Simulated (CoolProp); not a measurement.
A single-stage vapour-compression cycle with R22: evaporating at 196.15 K (dew point), condensing at 224.15 K (bubble point), superheat 2 K, subcooling 0 K, compressor efficiency 0.75, no pressure losses. Each further row changes one setting.

The numbers come from the reference Helmholtz-energy equation of state, Kamei 1995 in CoolProp.

```csv
case,cooling COP,pressure ratio,discharge temperature (K),refrigerating effect (kJ/kg),volumetric capacity (kJ/m³)
as stated,4.65,5.29,283.0,226,154
evaporating temperature 201.15 K,5.95,3.78,270.9,229,213
condensing temperature 219.15 K,…,4.08,269.1,232,157
subcooling 5 K,…,5.29,283.0,232,157
superheat 12 K,4.54,5.29,295.0,232,…
compressor efficiency 0.65,…,5.29,294.5,226,154
```

Question: Some entries are withheld; supply them.

Answer: 
- condensing temperature 219.15 K, cooling COP: 5.78
- subcooling 5 K, cooling COP: 4.76
- superheat 12 K, volumetric capacity (kJ/m³): 149
- compressor efficiency 0.65, cooling COP: 4.03
